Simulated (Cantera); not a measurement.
## Thermodynamics of sublimation and decomposition of ceramics, feed BN + H₂

A closed system holds: 1 mol BN, 1.1 mol H₂, held at 2650 K.

These are equilibrium values from Cantera (NASA tables, ideal gas, pure condensed phases), not measurements of a reactor. Candidate condensed phases: B, BN; 15 gas species. Mutual solubility and eutectic melting of coexisting phases are not modelled. The tables' values for BH₂ are old estimates; treat these amounts as uncertain. Gases not in the tables: B₂H₆ and higher boranes. Equilibrium is a limit: real reactors are often held back by kinetics, nucleation or transport.

```csv
P (Pa),x H₂,x H,x N₂,x B,x BH₂,n B(l),n BN(s)
1,0.00160,0.592,0.135,0.271,7.32e-8,0,0
16,0.0230,0.562,0.138,0.276,1.72e-5,0,0
250,0.221,0.440,0.201,0.134,0.00126,0.658,0
4000,0.534,0.171,0.283,0.00840,0.00304,0.978,0
63000,0.643,0.0474,0.305,0.000534,0.00366,0.993,0
1000000,0.948,0.0144,0.0315,3.36e-5,0.00540,0.0656,0.928
```
x: gas mole fraction; n: condensed amount in mol.

From 1.00 Pa to 16.0 Pa nothing is condensed. From 250 Pa to 63000 Pa the condensed part is B(l). At 1000000 Pa the condensed part is B(l) + BN(s).
